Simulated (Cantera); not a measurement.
A perfectly stirred reactor is fed with CH4 : N2 = 1 : 1.2 (molar parts), at 59.3 Torr; it is held at 1498 K, and followed from long to short residence time.

Detailed kinetics in Cantera: GRI-Mech 3.0 (53 species, 325 reactions). GRI-Mech 3.0 stops at C3 and has no aromatics, soot or wall deposition, so with more carbon than oxygen in the feed, carbon stays in small species such as C2H2 where larger ones or solid carbon would form.

**Question.** What does this change do: N2 1.2 to 2.7 parts?

**Answer.** 
```json
[
 {"quantity": "x(CH4) at τ = 7.50 s", "before": "0.165", "after": "0.109"},
 {"quantity": "x(C2H4) at τ = 7.50 s", "before": "0.00148", "after": "0.000826"},
 {"quantity": "x(CH3) at τ = 7.50 s", "before": "0.000188", "after": "0.000153"},
 {"quantity": "x(C2H6) at τ = 7.50 s", "before": "5.26e-5", "after": "3.62e-5"},
 {"quantity": "x(C2H) at τ = 7.50 s", "before": "1.04e-8", "after": "8.18e-9"},
 {"quantity": "x(CH4) at τ = 41.0 ms", "before": "0.448", "after": "0.267"},
 {"quantity": "x(C2H4) at τ = 41.0 ms", "before": "0.00162", "after": "0.000771"},
 {"quantity": "x(CH3) at τ = 41.0 ms", "before": "0.000431", "after": "0.000294"},
 {"quantity": "x(C2H6) at τ = 41.0 ms", "before": "0.000331", "after": "0.000156"},
 {"quantity": "x(C2H) at τ = 41.0 ms", "before": "8.41e-11", "after": "4.42e-11"}
]
```

**Question.** What does this change do: pressure from 59.3 Torr to 1.00 bar?

**Answer.** 
```csv
quantity,before,after
x(CH4) at τ = 7.50 s,0.165,0.102
x(C2H4) at τ = 7.50 s,0.00148,0.0116
x(CH3) at τ = 7.50 s,0.000188,5.11e-5
x(C2H6) at τ = 7.50 s,5.26e-5,5.60e-5
x(C2H) at τ = 7.50 s,1.04e-8,5.12e-9
x(CH4) at τ = 41.0 ms,0.448,0.421
x(C2H4) at τ = 41.0 ms,0.00162,0.00418
x(CH3) at τ = 41.0 ms,0.000431,0.000205
x(C2H6) at τ = 41.0 ms,0.000331,0.000926
x(C2H) at τ = 41.0 ms,8.41e-11,3.68e-10
```
